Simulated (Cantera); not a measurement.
Sublimation and decomposition of ceramics: SiO2 + Si + H2

Feed: 1 mol SiO2, 0.02 mol Si, 1.1 mol H2, equilibrated at 2102 °C and 4800 Torr.

Method: chemical equilibrium by Gibbs-energy minimisation in Cantera with the NASA 1993 tables (ideal gas, pure condensed phases). Candidate condensed phases: H2O, Si, SiO2; 18 gas species. The tables hold silica as quartz up to 1696 K and as liquid above; real silica turns to tridymite and cristobalite and melts near 1996 K. Gases not in the tables: Si(OH)4. The numbers say what is thermodynamically allowed, not how fast it happens.

```json
{
  "x(H2)": "0.914",
  "x(SiO)": "0.0576",
  "x(H2O)": "0.0235",
  "x(H)": "0.00533",
  "x(OH)": "2.44e-5",
  "x(SiO2)": "8.87e-6",
  "x(SiH2)": "2.57e-6",
  "x(Si)": "1.22e-6",
  "n(SiO2(l))": "0.953 mol",
  "gas_amount": "1.171 mol",
  "log10 activity of Si(l) (absent)": "-2.35"
}
```
